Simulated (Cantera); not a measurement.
Mixture: 3.99 % CH₄, 0.559 % CO, 18.8 % O₂, 70.7 % N₂, 5.99 % H₂O, at 4430 Torr, adiabatic and at constant pressure. Ignition delay is the time to a rise of 400 K.

Model: GRI-Mech 3.0 (53 species, 325 reactions), integrated in Cantera.

**Question.** Predict: delay at 1175 K; delay at 1325 K; delay at 1475 K; delay at 1625 K; delay at 1775 K; apparent activation energy between 1700 and 1850 K.

**Answer.** 
| Quantity | Result |
|---|---|
| delay at 1175 K | 8.99 ms |
| delay at 1325 K | 1.43 ms |
| delay at 1475 K | 0.301 ms |
| delay at 1625 K | 79.7 µs |
| delay at 1775 K | 26.6 µs |
| apparent activation energy between 1700 and 1850 K | 170 kJ/mol |
